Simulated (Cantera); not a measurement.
Charge: 1 mol SiC, 0.057 mol CO2, 22 mol H2, at 0.00405 Torr.

These are equilibrium values from Cantera (NASA tables, ideal gas, pure condensed phases), not measurements of a reactor. Candidate condensed phases: C, C6H6, C7H8, C8H18, H2O, Si, SiC, SiO2; 123 gas species. Rates play no part.

**Question.** Which condensed phases are stable at each of these points (T (K)): 1173, 1273, 1373, 1473, 1573, 1673, 1773, 1873, 1973, 2073?

**Answer.** 
```tsv
T (K)	condensed phases	Si condensed (%)
1173	SiC(s)	97.2
1273	SiC(s)	97.1
1373	SiC(s)	97.1
1473	SiC(s)	97.0
1573	SiC(s)	96.2
1673	SiC(s)	94.4
1773	C(graphite) + SiC(s)	79.4
1873	C(graphite)	0.0
1973	C(graphite)	0.0
2073	C(graphite)	0.0
```

From 1173 K to 1673 K the condensed part is SiC(s). At 1773 K the condensed part is C(graphite) + SiC(s). From 1873 K to 2073 K the condensed part is C(graphite).
